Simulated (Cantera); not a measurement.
Charge: 1 mol C2H5OH, a varied amount of H2O, at 2100 K and 0.00133 bar.

Equilibrium computed with Cantera from the NASA thermochemical tables; the gas is ideal and each condensed phase is pure. Candidate condensed phases: C, C6H6, C7H8, C8H18, H2O; 110 gas species. Kinetics and transport are ignored.

Problem. Which condensed phases are stable at each of these points (n(H2O) (mol)): 0.36, 0.62, 0.87, 1.1, 1.4, 1.7, 1.9, 2.2, 2.4?

Solution. 
| n(H2O) (mol) | condensed phases | C condensed (%) |
|---|---|---|
| 0.36 | C(graphite) | 31.5 |
| 0.62 | C(graphite) | 18.5 |
| 0.87 | C(graphite) | 6.0 |
| 1.1 | gas only | 0.0 |
| 1.4 | gas only | 0.0 |
| 1.7 | gas only | 0.0 |
| 1.9 | gas only | 0.0 |
| 2.2 | gas only | 0.0 |
| 2.4 | gas only | 0.0 |

From 0.36 mol H2O to 0.87 mol H2O the condensed part is C(graphite). From 1.1 mol H2O to 2.4 mol H2O nothing is condensed.
